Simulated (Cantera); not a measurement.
Feed: 1 mol SiH4, 0.0046 mol Cl2, 64 mol N2, at 1823 K and 100 Torr.

Equilibrium computed with Cantera from the NASA thermochemical tables; the gas is ideal and each condensed phase is pure. Candidate condensed phases: NH4Cl, Si, Si3N4; 28 gas species. The numbers say what is thermodynamically allowed, not how fast it happens.

Base state: N2 0.969, H2 0.0304, H 0.000207, HCl 0.000139 (mole fractions); condensed: Si3N4(s).

Q: What changes in the equilibrium state with this change: pressure from 100 Torr to 7.50 Torr?

A: 
| species | before | after |
|---|---|---|
| N2 | 0.969 | 0.969 |
| H2 | 0.0304 | 0.0298 |
| H | 0.000207 | 0.000748 |
| Si | 7.08e-6 | 0.000442 |
| Si2N | 3.53e-7 | 2.83e-5 |
| SiN | 1.05e-6 | 1.80e-5 |
| HCl | 0.000139 | 0.000131 |
| Si3N4(s), mol | 0.333 | 0 |
| Si(l), mol | 0 | 0.964 |
The tables' values for SiN are old estimates; treat these amounts as uncertain.
